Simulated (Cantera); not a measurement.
Catalytic combustion on Pt

An isothermal plug-flow reactor at 775 K and 4.10 bar (inlet), inlet velocity 0.35 m/s, active area per volume 6600 1/m; feed CO : O₂ : N₂ = 0.0077 : 0.2 : 0.79 (molar parts), equivalence ratio 0.019.

Computed with Cantera and Deutschmann's 1995 Pt surface mechanism with GRI-Mech 3.0 gas chemistry. Catalytic surfaces can have several steady states; this one follows from the mechanism file's or the stated starting coverage. Mass transfer to the wall is taken as infinitely fast.

| z (m) | x CO | x O₂ | x H₂O | x CO₂ | θ free Pt | θ O* | θ CO* |
|---|---|---|---|---|---|---|---|
| 0.0001 | 0.00662 | 0.200 | <1e-12 | 0.00110 | 0.0152 | 0.983 | 0.00138 |
| 0.00018 | 0.00597 | 0.200 | <1e-12 | 0.00175 | 0.0143 | 0.985 | 0.00110 |
| 0.00033 | 0.00504 | 0.199 | <1e-12 | 0.00269 | 0.0133 | 0.986 | 0.000804 |
| 0.00058 | 0.00395 | 0.199 | <1e-12 | 0.00379 | 0.0124 | 0.987 | 0.000543 |
| 0.001 | 0.00276 | 0.198 | <1e-12 | 0.00497 | 0.0115 | 0.988 | 0.000331 |
| 0.0018 | 0.00153 | 0.198 | <1e-12 | 0.00622 | 0.0108 | 0.989 | 0.000161 |
| 0.0033 | 0.000560 | 0.198 | <1e-12 | 0.00719 | 0.0104 | 0.990 | 5.41e-5 |
| 0.0058 | 0.000116 | 0.197 | <1e-12 | 0.00763 | 0.0102 | 0.990 | 1.08e-5 |
| 0.01 | 8.64e-6 | 0.197 | <1e-12 | 0.00774 | 0.0101 | 0.990 | 7.96e-7 |
x: gas mole fraction; θ: surface coverage.
